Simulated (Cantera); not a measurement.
Input (Python, Cantera) and output of one run.

```python
import numpy as np
import cantera as ct

gas_names = """
    B BH BH2 BH3 BO BO2 B2 B2O B2O2 B2O3 B3O3H3 H HBO HBO2 HO2 H2 H2O H2O2 H3B3O6 O OH O2 O3
""".split()
cond_names = """
    B(b) B(L) B2O3(L) B3O3H3(cr) H2O(s) H2O(L)
""".split()


# ... load() reads the species with a 1 bar reference pressure and builds the phases ...
atoms = {
    'B2H6': {'B': 2, 'H': 6},
    'H2O': {'H': 2, 'O': 1},
}
top_T = {}  # K; cautious upper limits of use, not melting points


# ... equilibrate(T, P, feed) seeds the gas with the atoms and calls Mixture.equilibrate('TP', solver="vcs", rtol=1e-11, max_steps=5000) ...
results = []
feed = {'B2H6': 1, 'H2O': 14}  # mol
T = 2198.15  # K
P = 13332.2  # Pa
mix = equilibrate(T, P, feed)
results.append((T, P, feed, dict(zip(mix.species_names, mix.species_moles))))
print(gas.report(threshold=0.0001))
for i in range(1, mix.n_phases):
    print(f"{mix.phase(i).name:16s} {mix.phase_moles(i):12.5e} mol")
```

Output:

```
       temperature   2198.2 K
          pressure   13332 Pa
           density   0.011277 kg/m^3
  mean mol. weight   15.459 kg/kmol
   phase of matter   gas

                          1 kg             1 kmol
                     ---------------   ---------------
          enthalpy       -7.2748e+06       -1.1246e+08  J
   internal energy       -8.4571e+06       -1.3074e+08  J
           entropy             18019        2.7855e+05  J/K
    Gibbs function       -4.6883e+07       -7.2475e+08  J
 heat capacity c_p            3199.8             49464  J/K
 heat capacity c_v            2661.9             41150  J/K

                      mass frac. Y      mole frac. X     chem. pot. / RT
                     ---------------   ---------------   ---------------
                BO        0.00035871        0.00020684           -39.294
               BO2         0.0012835        0.00046351           -60.109
              B2O3          0.012174         0.0027032           -99.403
                 H        0.00056972         0.0087371           -11.458
               HBO         0.0011469        0.00063738           -50.752
              HBO2           0.29406           0.10375           -71.567
                H2          0.042728           0.32764           -22.916
               H2O           0.64531           0.55374           -43.732
                OH         0.0022607         0.0020548           -32.273
     [  +14 minor]        0.00010498        6.8052e-05

B(b)              0.00000e+00 mol
B2O3(L)           0.00000e+00 mol
```

Cantera equilibrium calculation (NASA polynomials, part measured and part estimated; ideal gas, pure solids and liquids). The feed counts by its element totals alone.
